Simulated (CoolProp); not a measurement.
Vapour-liquid equilibrium of propylene (1) + benzene (2) at 290.4 K; x and y are mole fractions of (1).

Values from CoolProp's multi-fluid Helmholtz-energy mixture model, Lemmon 2013 and Thol 2012; pair parameters Bell 2016.

```csv
x,bubble pressure (kPa),y at the bubble point,dew pressure at overall composition x (kPa),liquid density (mol/L)
0.05,87.81,0.901,9.236,11.38
0.125,193.6,0.956,10.03,11.53
0.2,285.5,0.971,10.97,11.66
0.275,365.5,0.978,12.10,11.80
0.35,435.6,0.983,13.50,11.93
0.425,497.9,0.986,15.25,12.06
0.5,554.4,0.988,17.54,12.17
0.575,607.2,0.990,20.62,12.27
0.65,658.4,0.991,25.02,12.36
0.725,710.1,0.993,31.81,12.43
0.8,764.5,0.994,43.64,12.47
0.875,824.4,0.996,69.48,12.47
0.95,893.4,0.998,169.7,12.42
```

No azeotrope shows between x = 0.05 and 0.95.

Pair parameters are fitted to limited data, so mixtures are less certain than the pure fluids. The gap from Raoult's law changes sign with composition, which may be real or a fault of the pair parameters; it wasn't checked against measurements. With so large a gap from Raoult's law the liquid may split in two, which this calculation doesn't test in full.
